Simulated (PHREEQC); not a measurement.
HCl is added in steps, without added water, to 1 kg of water holding 0.011 mol HF, 0.28 mol NH3 and 0.00023 mol KCl, at 21 °C. Oxygen alone is held at its pressure in air (log pO2 = -0.68). No CO2 enters from the air. No solid was allowed to form.

Base run: PHREEQC, ion-association model, wateq4f.dat. Each further column changes one thing. The table gives HF (mol/kgw).

| HCl added (mol) | base | database phreeqc.dat | Debye-Hückel limiting law | metal-ligand complexes left out | Davies equation for every ion |
|---|---|---|---|---|---|
| 0 | 2.25e-10 | ? | 2.22e-10 | 2.25e-10 | 2.25e-10 |
| 0.02325 | 6.44e-10 | 6.28e-10 | ? | 6.44e-10 | 6.49e-10 |
| 0.05425 | 1.26e-9 | 1.20e-9 | 1.20e-9 | 1.26e-9 | 1.28e-9 |
| 0.0775 | 1.81e-9 | 1.70e-9 | 1.70e-9 | 1.81e-9 | 1.86e-9 |
| 0.1008 | 2.49e-9 | 2.30e-9 | 2.29e-9 | 2.49e-9 | 2.56e-9 |
| 0.1318 | 3.71e-9 | 3.36e-9 | 3.36e-9 | 3.71e-9 | ? |
| 0.155 | 5.04e-9 | 4.49e-9 | 4.50e-9 | 5.04e-9 | 5.27e-9 |
| 0.1782 | 7.02e-9 | ? | 6.19e-9 | 7.02e-9 | 7.39e-9 |
| 0.2092 | 1.20e-8 | 1.03e-8 | ? | 1.20e-8 | 1.28e-8 |
| 0.2325 | 2.13e-8 | 1.80e-8 | 1.83e-8 | 2.13e-8 | 2.27e-8 |
| 0.2557 | 6.29e-8 | 5.25e-8 | 5.34e-8 | 6.29e-8 | 6.78e-8 |
| 0.2868 | 0.00886 | ? | 0.00819 | 0.00886 | 0.00888 |
| 0.31 | 0.00986 | 0.0105 | 0.00957 | 0.00986 | 0.00987 |

**Question.** What belongs in the gaps?

**Answer.** 
- 0, database phreeqc.dat: 2.23e-10
- 0.02325, Debye-Hückel limiting law: 6.25e-10
- 0.1318, Davies equation for every ion: 3.86e-9
- 0.1782, database phreeqc.dat: 6.16e-9
- 0.2092, Debye-Hückel limiting law: 1.04e-8
- 0.2868, database phreeqc.dat: 0.00930

wateq4f.dat counts part of the HF as a dimer, H2F2, which phreeqc.dat doesn't know; its constant is uncertain.  phreeqc.dat and wateq4f.dat share most of their constants, so their agreement is no independent check. Solids allowed in the column 'database phreeqc.dat': Sylvite.
